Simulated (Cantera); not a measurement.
Feed: 1 mol Si3N4, 0.032 mol N2O, 1.7 mol N2, equilibrated at 0.000110 bar.

Equilibrium computed with Cantera from the NASA thermochemical tables; the gas is ideal and each condensed phase is pure. Candidate condensed phases: Si, SiO2, Si2N2O, Si3N4; 16 gas species. Mutual solubility and eutectic melting of coexisting phases are not modelled. The numbers say what is thermodynamically allowed, not how fast it happens.

Problem. What share of the Si ends up in condensed phases as a function of T (°C), at 1177, 1227, 1277, 1327, 1377, 1427, 1477, 1527, 1577, 1627, 1677, 1727?

Solution. 
| T (°C) | Si condensed (%) | as |
|---|---|---|
| 1177 | 99.9 | Si2N2O(s) + Si3N4(s) |
| 1227 | 99.6 | Si2N2O(s) + Si3N4(s) |
| 1277 | 98.9 | Si(s) |
| 1327 | 98.8 | Si(s) |
| 1377 | 98.6 | Si(s) |
| 1427 | 98.1 | Si(l) |
| 1477 | 97.1 | Si(l) |
| 1527 | 95.1 | Si(l) |
| 1577 | 90.8 | Si(l) |
| 1627 | 82.1 | Si(l) |
| 1677 | 62.9 | Si(l) |
| 1727 | 13.0 | Si(l) |
